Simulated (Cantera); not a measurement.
An isothermal, constant-pressure homogeneous reactor starts with CH₄ : H₂O : H₂ = 1 : 1.3 : 1.4 (molar parts), at 1650 K and 97.5 Torr. Integrator tolerance rtol = 1e-08.

Detailed kinetics in Cantera: GRI-Mech 3.0 (53 species, 325 reactions).

What does this change do: H2 1.4 to 4.6 parts?


| quantity | before | after |
|---|---|---|
| x(CH₄) at 1.00 s | 0.0252 (gas-phase equilibrium 2.30e-8) | 0.0233 (gas-phase equilibrium 3.03e-8) |
| x(H₂O) at 1.00 s | 0.234 (gas-phase equilibrium 0.0492) | 0.155 (gas-phase equilibrium 0.0324) |
| x(H₂) at 1.00 s | 0.630 (gas-phase equilibrium 0.775) | 0.764 (gas-phase equilibrium 0.855) |
| x(HCO) at 1.00 s | 1.78e-9 (gas-phase equilibrium 4.66e-9) | 7.72e-10 (gas-phase equilibrium 3.16e-9) |
| x(C₂H) at 1.00 s | 1.03e-7 (gas-phase equilibrium <1e-12) | 5.67e-8 (gas-phase equilibrium <1e-12) |
| x(CO) at 1.00 s | 0.0325 (gas-phase equilibrium 0.172) | 0.0106 (gas-phase equilibrium 0.111) |
| x(O₂) at 1.00 s | 6.60e-11 (gas-phase equilibrium 4.33e-12) | 2.47e-11 (gas-phase equilibrium 1.54e-12) |

What does this change do: H2 1.4 to 8.8 parts?


```tsv
quantity	before	after
x(CH₄) at 1.00 s	0.0252 (gas-phase equilibrium 2.30e-8)	0.0214 (gas-phase equilibrium 3.51e-8)
x(H₂O) at 1.00 s	0.234 (gas-phase equilibrium 0.0492)	0.105 (gas-phase equilibrium 0.0223)
x(H₂) at 1.00 s	0.630 (gas-phase equilibrium 0.775)	0.840 (gas-phase equilibrium 0.901)
x(HCO) at 1.00 s	1.78e-9 (gas-phase equilibrium 4.66e-9)	4.06e-10 (gas-phase equilibrium 2.21e-9)
x(C₂H) at 1.00 s	1.03e-7 (gas-phase equilibrium <1e-12)	3.33e-8 (gas-phase equilibrium <1e-12)
x(CO) at 1.00 s	0.0325 (gas-phase equilibrium 0.172)	0.00410 (gas-phase equilibrium 0.0757)
x(O₂) at 1.00 s	6.60e-11 (gas-phase equilibrium 4.33e-12)	1.10e-11 (gas-phase equilibrium <1e-12)
```
